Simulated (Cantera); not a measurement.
Feed: 1 mol Si₃H₈, 7.4 mol H₂, 0.53 mol HCl, at 1.20 bar.

Cantera equilibrium calculation (NASA polynomials, part measured and part estimated; ideal gas, pure solids and liquids). Candidate condensed phases: Si; 19 gas species. The feed counts by its element totals alone. Gases not in the tables: Si₂H₆ and higher silanes. Kinetics and transport are ignored.

**Question.** Which condensed phases are stable at each of these points (T (K)): 975, 1050, 1125, 1200, 1275, 1350, 1425, 1500, 1575, 1650, 1725?

**Answer.** 
| T (K) | condensed phases | Si condensed (%) |
|---|---|---|
| 975 | Si(s) | 95.2 |
| 1050 | Si(s) | 95.6 |
| 1125 | Si(s) | 96.1 |
| 1200 | Si(s) | 96.7 |
| 1275 | Si(s) | 97.3 |
| 1350 | Si(s) | 97.7 |
| 1425 | Si(s) | 98.0 |
| 1500 | Si(s) | 98.1 |
| 1575 | Si(s) | 98.1 |
| 1650 | Si(s) | 98.1 |
| 1725 | Si(l) | 98.2 |

From 975 K to 1650 K the condensed part is Si(s). At 1725 K the condensed part is Si(l).
